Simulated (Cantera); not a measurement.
A perfectly stirred reactor is fed with CH4 : H2O = 1 : 4 (molar parts), at 16.0 bar; it is held at 1950 K, and followed from long to short residence time.

Model: GRI-Mech 3.0 (53 species, 325 reactions), integrated in Cantera. The pressure lies above the range GRI-Mech 3.0 was tuned for (to about 10 atm).

Question: Predict: x(CH4) at τ = 2.70 s; x(H2O) at τ = 2.70 s; x(CH2O) at τ = 2.70 s; x(CO2) at τ = 2.70 s; x(CH2CO) at τ = 2.70 s; x(CH4) at τ = 18.0 ms; x(H2O) at τ = 18.0 ms; x(CH2O) at τ = 18.0 ms; x(CO2) at τ = 18.0 ms; x(CH2CO) at τ = 18.0 ms.

Answer: 
| Item | Result |
|---|---|
| x(CH4) at τ = 2.70 s | 0.000341 |
| x(H2O) at τ = 2.70 s | 0.405 |
| x(CH2O) at τ = 2.70 s | 4.00e-7 |
| x(CO2) at τ = 2.70 s | 0.0242 |
| x(CH2CO) at τ = 2.70 s | 2.85e-8 |
| x(CH4) at τ = 18.0 ms | 0.0168 |
| x(H2O) at τ = 18.0 ms | 0.456 |
| x(CH2O) at τ = 18.0 ms | 3.63e-6 |
| x(CO2) at τ = 18.0 ms | 0.0241 |
| x(CH2CO) at τ = 18.0 ms | 9.09e-6 |
